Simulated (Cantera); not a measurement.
# Premixed flame

A freely propagating, adiabatic, planar premixed flame of 31.6 % H2, 14.4 % O2, 54.0 % N2, unburnt at 450 K and 1800 Torr; mixture-averaged transport, grid criteria slope 0.08 and curve 0.16, no radiation.

Detailed kinetics in Cantera: the H2/O2 subset of GRI-Mech 3.0, which has no nitrogen chemistry. The hydrogen kinetics of GRI-Mech 3.0 are dated; newer H2 mechanisms differ, most at raised pressure. Burning velocities carry a grid error of a few per cent, more on coarse grids.

```tsv
z (mm)	T (K)	u (m/s)	x H2	x O2	x HO2	x OH	x H2O2	x O
-0.398	450	4.86	0.316	0.144	<1e-8	<1e-8	<1e-8	<1e-8
-0.265	450	4.86	0.316	0.144	<1e-8	<1e-8	<1e-8	<1e-8
-0.199	450	4.86	0.316	0.144	<1e-8	<1e-8	<1e-8	<1e-8
-0.133	450	4.86	0.316	0.144	2.00e-7	<1e-8	<1e-8	<1e-8
-0.0663	467	5.00	0.308	0.145	0.000141	8.46e-6	6.22e-6	2.14e-6
-0.0331	722	7.45	0.269	0.141	0.000602	0.00106	8.28e-5	0.000187
0	1220	12.2	0.181	0.108	0.000226	0.00290	2.24e-5	0.00307
0.0331	1576	15.5	0.0976	0.0539	9.55e-5	0.00832	4.77e-6	0.00774
0.0663	1759	17.2	0.0653	0.0281	4.48e-5	0.0126	2.67e-6	0.00886
0.133	1938	18.7	0.0555	0.0172	2.31e-5	0.0155	1.42e-6	0.00775
0.265	2104	20.1	0.0525	0.0128	1.40e-5	0.0159	8.06e-7	0.00549
0.530	2250	21.3	0.0481	0.00907	8.04e-6	0.0147	5.23e-7	0.00341
1.06	2363	22.2	0.0430	0.00593	4.41e-6	0.0123	3.68e-7	0.00192
```
x: mole fraction of selected species; z is measured from the peak of heat release.

```json
{
  "laminar_burning_velocity": "486 cm/s",
  "thermal_thickness": "0.133 mm",
  "peak x(HO2)": "0.000729",
  "peak x(OH)": "0.0160",
  "peak x(H2O2)": "8.35e-5",
  "peak x(O)": "0.00886"
}
```
